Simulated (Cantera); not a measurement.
A Cantera script and what it prints.

```python
import numpy as np
import cantera as ct

gas_names = [...]  # 92 gases of nasa_gas.yaml made of C, H, N
cond_names = """
    C(gr) C6H6(L) C7H8(L) C8H18(L),n-octa
""".split()


# ... load() reads the species with a 1 bar reference pressure and builds the phases ...
atoms = {
    'n-butane': {'C': 4, 'H': 10},
    'NH3': {'N': 1, 'H': 3},
}
top_T = {'C(gr)': 4500}  # K; cautious upper limits of use, not melting points


# ... equilibrate(T, P, feed) seeds the gas with the atoms and calls Mixture.equilibrate('TP', solver="vcs", rtol=1e-11, max_steps=5000) ...
results = []
feed = {'n-butane': 1, 'NH3': 2.4}  # mol
T = 975  # K
P = 29000  # Pa
mix = equilibrate(T, P, feed)
results.append((T, P, feed, dict(zip(mix.species_names, mix.species_moles))))
print(gas.report(threshold=0.001))
for i in range(1, mix.n_phases):
    print(f"{mix.phase(i).name:16s} {mix.phase_moles(i):12.5e} mol")
```

Output:

```
       temperature   975 K
          pressure   29000 Pa
           density   0.020215 kg/m^3
  mean mol. weight   5.6508 kg/kmol
   phase of matter   gas

                          1 kg             1 kmol
                     ---------------   ---------------
          enthalpy        3.2754e+06        1.8508e+07  J
   internal energy        1.8408e+06        1.0402e+07  J
           entropy             33587        1.8979e+05  J/K
    Gibbs function       -2.9472e+07       -1.6654e+08  J
 heat capacity c_p            5585.2             31561  J/K
 heat capacity c_v            4113.9             23247  J/K

                      mass frac. Y      mole frac. X     chem. pot. / RT
                     ---------------   ---------------   ---------------
               CH4          0.074407          0.026208           -39.178
                H2           0.30257            0.8481           -18.846
                N2           0.62285           0.12564           -28.109
     [  +89 minor]        0.00017352        5.6748e-05

C(gr)             3.74972e+00 mol
```

Method: chemical equilibrium by Gibbs-energy minimisation in Cantera with the NASA 1993 tables (ideal gas, pure condensed phases).
